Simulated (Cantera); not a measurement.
An adiabatic, constant-pressure homogeneous reactor starts with CO : H2 : O2 : N2 : CO2 : H2O = 1 : 0.18 : 1.11 : 4.19 : 0.19 : 0.0067 (molar parts), equivalence ratio 0.53, at 1023 K and 760 Torr.

Cantera simulation using GRI-Mech 3.0 (53 species, 325 reactions); the numbers are that mechanism's predictions, not measurements.

One state of this run: T (K) = 2276; x CO = 0.00649; x H2 = 0.000180; x O2 = 0.0833; x NO2 = 5.42e-6; x H = 0.000115. x: mole fraction; the columns are a selection and need not sum to one.

Which value of t (s) does it belong to?
A. 8.23e-6
B. 0.00128
C. 0.200
D. 6.20e-5

C, 0.200
